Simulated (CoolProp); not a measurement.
Vapour-liquid equilibrium of ethylene (1) + ethane (2) at -15.45 °C; x and y are mole fractions of (1).

Model: multi-fluid Helmholtz-energy mixture model, Smukala 2000 and Bücker 2006; pair parameters Bell 2016, in CoolProp.

Task: Give the bubble pressure and the first vapour's composition at x = 0.125, 0.2, 0.275. Is there an azeotrope?

Result: x = 0.125: 1.780 MPa, y = 0.182; x = 0.2: 1.875 MPa, y = 0.276; x = 0.275: 1.967 MPa, y = 0.361. No azeotrope shows between x = 0.05 and 0.95.

Pair parameters are fitted to limited data, so mixtures are less certain than the pure fluids.
